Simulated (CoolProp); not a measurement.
Saturated liquid density (kg/m³) of dimethyl carbonate: the reference equation beside estimates from Tc = 283.9 °C, pc = 4.909 MPa, ω = 0.346. Rackett uses Z = 0.29056 − 0.08775 ω.

Values from CoolProp's reference Helmholtz-energy equation of state, Zhou 2011.

```tsv
T (°C)	reference	Rackett	Redlich-Kwong	Soave-Redlich-Kwong	Peng-Robinson
21.85	1067	?	911.9	943.8	1062
43.85	1038	1057	?	922.5	1039
65.85	1008	1028	860.3	899.0	1014
87.85	977.2	996.4	831.5	873.1	986.4
109.95	945.1	963.5	800.2	844.2	955.1
131.95	911.7	928.9	766.4	812.2	?
153.95	876.4	891.9	729.4	776.2	880.2
175.95	838.7	851.9	688.6	735.3	834.5
197.95	797.5	807.9	642.9	688.3	?
219.95	750.8	757.8	590.9	633.0	717.9
```

Fill in the missing entries.


- 21.85, Rackett: 1086
- 43.85, Redlich-Kwong: 887.1
- 131.95, Peng-Robinson: 920.0
- 197.95, Peng-Robinson: 781.3

Absolute difference from the reference over all 10 rows, mean and median: Rackett 1.7 and 1.8 %, Redlich-Kwong 16.5 and 15.6 %, Soave-Redlich-Kwong 11.9 and 11.3 %, Peng-Robinson 1.1 and 0.8 %.
